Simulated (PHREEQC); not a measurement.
Solution (20 °C): 0.37 mol/kgw HF, 0.011 mol/kgw H2SiF6 and 0.28 mol/kgw H3PO4. Closed to the air; pH follows from the charge balance.

All values are PHREEQC results (ion-association model, phreeqc.dat), not measurements.

Each row changes one thing in this solution. This is a speciation only: nothing precipitates in the calculation.

| case | pH | ionic strength (mol/kgw) | HF (mol/kgw) | H3PO4 (mol/kgw) | H2PO4- (mol/kgw) | HF2- (mol/kgw) |
|---|---|---|---|---|---|---|
| as made | 1.22 | 0.0829 | 0.350 | 0.243 | 0.0372 | 0.00717 |
| H3PO4 from 0.28 to 0.308 mol/kgw | 1.21 | 0.0853 | 0.351 | 0.268 | 0.0399 | 0.00700 |
| diluted 100-fold with water | 2.54 | 0.00315 | 0.00292 | 0.000764 | 0.00204 | 8.43e-6 |
| temperature from 20 to 85 °C | 1.35 | 0.0654 | 0.361 | 0.253 | 0.0270 | 0.00327 |
| H2SiF6 left out | [?] | 0.0578 | 0.347 | 0.237 | 0.0430 | 0.00830 |
| 0.002 mol/kgw H4SiO4 added | 1.21 | 0.0873 | 0.340 | 0.244 | 0.0364 | 0.00659 |
| diluted 10-fold with water | 1.87 | 0.0162 | 0.0344 | 0.0175 | 0.0105 | 0.000267 |
| H3PO4 from 0.28 to 0.56 mol/kgw | 1.11 | [?] | 0.354 | 0.499 | 0.0609 | 0.00586 |

### Question
What belongs in the gaps?

### Answer

- H2SiF6 left out, pH: 1.31
- H3PO4 from 0.28 to 0.56 mol/kgw, ionic strength (mol/kgw): 0.104

Away from 25 °C the constants follow the database's enthalpies or fits; those with neither stay at their 25 °C values. SiF6-2 is the database's only silicon fluoride.
